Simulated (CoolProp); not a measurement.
Saturation properties of methanol (Tc = 513.4 K, pc = 8.216 MPa, ω = 0.565).

The numbers come from the reference Helmholtz-energy equation of state, de Reuck 1993 in CoolProp.

| T (K) | p (MPa) | vapour density (kg/m³) | liquid cp (kJ/(kg K)) |
|---|---|---|---|
| 366.3 | 0.2838 | 3.267 | 3.096 |
| 368.9 | 0.3089 | 3.545 | 3.123 |
| 371.5 | 0.3357 | 3.843 | 3.151 |
| 374 | 0.3633 | 4.148 | 3.178 |
| 376.6 | 0.3939 | 4.487 | 3.207 |
| 379.2 | 0.4265 | 4.848 | 3.236 |
| 381.8 | 0.4613 | 5.234 | 3.266 |
| 384.3 | 0.4968 | 5.629 | 3.295 |
| 386.9 | 0.5361 | 6.066 | 3.326 |
| 389.5 | 0.5779 | 6.532 | 3.357 |
| 392.1 | 0.6222 | 7.027 | 3.389 |

It boils at 337.6 K under 1 atm.
